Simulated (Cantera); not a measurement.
Mixture: CH₄ : CO : O₂ : N₂ = 1 : 0.25 : 1.06 : 3.99 (molar parts), equivalence ratio 2.0, at 428 Torr, adiabatic and at constant pressure. Ignition delay is the time to a rise of 400 K.

Cantera simulation using GRI-Mech 3.0 (53 species, 325 reactions); the numbers are that mechanism's predictions, not measurements.

### Question
Predict: delay at 1248 K; delay at 1398 K; delay at 1548 K; delay at 1698 K; delay at 1848 K; apparent activation energy between 1773 and 1923 K.

### Answer
```json
{
  "delay at 1248 K": "66.4 ms",
  "delay at 1398 K": "8.44 ms",
  "delay at 1548 K": "1.55 ms",
  "delay at 1698 K": "0.421 ms",
  "delay at 1848 K": "0.155 ms",
  "apparent activation energy between 1773 and 1923 K": "170 kJ/mol"
}
```
